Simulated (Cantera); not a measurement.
An isothermal, constant-pressure homogeneous reactor starts with C2H6 : N2 = 1 : 8.1 (molar parts), at 1475 K and 0.825 Torr.

Model: GRI-Mech 3.0 (53 species, 325 reactions), integrated in Cantera. GRI-Mech 3.0 stops at C3 and has no aromatics, soot or wall deposition, so with more carbon than oxygen in the feed, carbon stays in small species such as C2H2 where larger ones or solid carbon would form. Radical loss at walls, strong at low pressure, is not modelled.

Predict: x(C2H6) at 9.00 s; x(HCN) at 9.00 s; x(C2H4) at 9.00 s; x(H) at 9.00 s; x(CH2) at 9.00 s.


```
Quantity                                             Result
-----------------  ----------------------------------------
x(C2H6) at 9.00 s  2.30e-6 (gas-phase equilibrium 6.98e-12)
x(HCN) at 9.00 s     9.43e-7 (gas-phase equilibrium 0.0866)
x(C2H4) at 9.00 s  0.000277 (gas-phase equilibrium 3.37e-6)
x(H) at 9.00 s     4.59e-5 (gas-phase equilibrium 0.000167)
x(CH2) at 9.00 s   5.70e-8 (gas-phase equilibrium 2.82e-10)
```
